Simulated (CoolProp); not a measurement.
Saturation properties of 1-butene.

Model: reference Helmholtz-energy equation of state, Lemmon 2005, in CoolProp. It is a short technical equation, of lower accuracy than the large ones.

```json
[
 {"T (°C)": "-18.95", "p (MPa)": "0.06017", "liquid density (kg/m³)": "639.9", "vapour density (kg/m³)": "1.646", "liquid cp (kJ/(kg K))": "2.119", "surface tension (mN/m)": "17.6"},
 {"T (°C)": "-15.85", "p (MPa)": "0.06875", "liquid density (kg/m³)": "636.5", "vapour density (kg/m³)": "1.864", "liquid cp (kJ/(kg K))": "2.130", "surface tension (mN/m)": "17.2"},
 {"T (°C)": "-12.75", "p (MPa)": "0.07826", "liquid density (kg/m³)": "633.0", "vapour density (kg/m³)": "2.103", "liquid cp (kJ/(kg K))": "2.142", "surface tension (mN/m)": "16.8"},
 {"T (°C)": "-9.65", "p (MPa)": "0.08877", "liquid density (kg/m³)": "629.4", "vapour density (kg/m³)": "2.365", "liquid cp (kJ/(kg K))": "2.153", "surface tension (mN/m)": "16.4"},
 {"T (°C)": "-6.55", "p (MPa)": "0.1004", "liquid density (kg/m³)": "625.9", "vapour density (kg/m³)": "2.652", "liquid cp (kJ/(kg K))": "2.166", "surface tension (mN/m)": "16.0"},
 {"T (°C)": "-3.45", "p (MPa)": "0.1131", "liquid density (kg/m³)": "622.3", "vapour density (kg/m³)": "2.965", "liquid cp (kJ/(kg K))": "2.178", "surface tension (mN/m)": "15.6"},
 {"T (°C)": "-0.25", "p (MPa)": "0.1275", "liquid density (kg/m³)": "618.6", "vapour density (kg/m³)": "3.317", "liquid cp (kJ/(kg K))": "2.191", "surface tension (mN/m)": "15.2"},
 {"T (°C)": "2.85", "p (MPa)": "0.1428", "liquid density (kg/m³)": "615.0", "vapour density (kg/m³)": "3.688", "liquid cp (kJ/(kg K))": "2.204", "surface tension (mN/m)": "14.8"},
 {"T (°C)": "5.95", "p (MPa)": "0.1595", "liquid density (kg/m³)": "611.4", "vapour density (kg/m³)": "4.091", "liquid cp (kJ/(kg K))": "2.218", "surface tension (mN/m)": "14.4"},
 {"T (°C)": "9.05", "p (MPa)": "0.1777", "liquid density (kg/m³)": "607.7", "vapour density (kg/m³)": "4.527", "liquid cp (kJ/(kg K))": "2.232", "surface tension (mN/m)": "14.0"},
 {"T (°C)": "12.15", "p (MPa)": "0.1973", "liquid density (kg/m³)": "604.0", "vapour density (kg/m³)": "4.998", "liquid cp (kJ/(kg K))": "2.246", "surface tension (mN/m)": "13.6"},
 {"T (°C)": "15.25", "p (MPa)": "0.2186", "liquid density (kg/m³)": "600.2", "vapour density (kg/m³)": "5.505", "liquid cp (kJ/(kg K))": "2.260", "surface tension (mN/m)": "13.2"},
 {"T (°C)": "18.35", "p (MPa)": "0.2417", "liquid density (kg/m³)": "596.4", "vapour density (kg/m³)": "6.052", "liquid cp (kJ/(kg K))": "2.275", "surface tension (mN/m)": "12.8"}
]
```

It boils at -6.3 °C under 1 atm.

Surface tension comes from a separate correlation (Mulero 2012).
